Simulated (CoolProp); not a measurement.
The fluid at 298.15 K and 8.03 MPa flows at 0.91 m/s in a round tube of 25 mm bore and 1.5 µm roughness, fully developed (64/Re and Nu = 3.66 if laminar; Colebrook and Gnielinski if turbulent). The same conditions are run with several fluids, on thermodynamics alone (safety and materials aside).

The numbers come from the reference Helmholtz-energy equation of state of each fluid (R236FA: Pan 2012; R410A: Lemmon 2003; R245fa: Akasaka 2015; R13: Platzer 1990; n-pentane: Thol 2019) in CoolProp. The equations of Platzer and Polt are older, rougher fits. Blends and air are pseudo-pure fits.

```json
[
 {"fluid": "R236FA", "Reynolds number": "96600", "Darcy friction factor": "0.0184", "pressure drop (Pa/m)": "426", "heat-transfer coefficient (W/(m² K))": "1580", "mass flow (kg/h)": "2240"},
 {"fluid": "R410A", "Reynolds number": "___", "Darcy friction factor": "0.0164", "pressure drop (Pa/m)": "300", "heat-transfer coefficient (W/(m² K))": "2260", "mass flow (kg/h)": "___"},
 {"fluid": "R245fa", "Reynolds number": "70500", "Darcy friction factor": "0.0196", "pressure drop (Pa/m)": "443", "heat-transfer coefficient (W/(m² K))": "1590", "mass flow (kg/h)": "2190"},
 {"fluid": "R13", "Reynolds number": "278000", "Darcy friction factor": "0.0153", "pressure drop (Pa/m)": "269", "heat-transfer coefficient (W/(m² K))": "1620", "mass flow (kg/h)": "1710"},
 {"fluid": "n-pentane", "Reynolds number": "71500", "Darcy friction factor": "0.0196", "pressure drop (Pa/m)": "205", "heat-transfer coefficient (W/(m² K))": "___", "mass flow (kg/h)": "1010"}
]
```

Task: Complete the blanks.

Result: 
- R410A, Reynolds number: 184000
- R410A, mass flow (kg/h): 1780
- n-pentane, heat-transfer coefficient (W/(m² K)): 1640

Transport values come from each fluid's own correlations; those of R236FA, R245fa, R13, n-pentane are estimates that may be off by 10 % or more.
